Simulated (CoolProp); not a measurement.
A single-stage vapour-compression cycle with propyne: evaporating at 325.15 K (dew point), condensing at 391.15 K (bubble point), superheat 0 K, subcooling 2 K, compressor efficiency 0.75, no pressure losses. Each further row changes one setting.

The numbers come from the reference Helmholtz-energy equation of state, Polt 1992 in CoolProp. This equation is an older, rougher fit; its heat capacities, sound speeds and derivatives of the liquid may be far off and weren't checked against measurements.

```
case                              cooling COP  pressure ratio  discharge temperature (K)  refrigerating effect (kJ/kg)  volumetric capacity (kJ/m³)
--------------------------------  -----------  --------------  -------------------------  ----------------------------  ---------------------------
as stated                                2.07            3.89                      415.4                           208                         4490
evaporating temperature 330.15 K         2.33            3.45                      413.4                           212                         5170
condensing temperature 386.15 K          2.44            3.56                      409.0                           230                         4960
subcooling 7 K                           2.31            3.89                      415.4                           233                         5020
superheat 10 K                           2.13            3.89                      425.1                           230                         4660
compressor efficiency 0.65               1.79            3.89                      420.6                           208                         4490
```
